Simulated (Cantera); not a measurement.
Feed: 1 mol Si(CH3)4, 2.8 mol HCl, 1100 mol H2, equilibrated at 2300 K and 1.00 Torr.

Equilibrium computed with Cantera from the NASA thermochemical tables; the gas is ideal and each condensed phase is pure. Candidate condensed phases: C, C6H6, C7H8, C8H18, Si, SiC; 109 gas species. Rates play no part.

Base state: H2 0.764, H 0.232, HCl 0.00183, C2H2 (acetylene) 0.00151, Si 0.000739, Cl 0.000400, SiC2 4.68e-5, C2H 2.07e-5 (mole fractions); condensed: gas only.

**Question.** What changes in the equilibrium state with this change: temperature from 2300 K to 2375 K?

**Answer.** 
| species | before | after |
|---|---|---|
| H2 | 0.764 | 0.678 |
| H | 0.232 | 0.318 |
| HCl | 0.00183 | 0.00159 |
| Si | 0.000739 | 0.000708 |
| C | 4.25e-6 | 1.18e-5 |
| C2H | 2.07e-5 | 3.59e-5 |
| Cl | 0.000400 | 0.000533 |
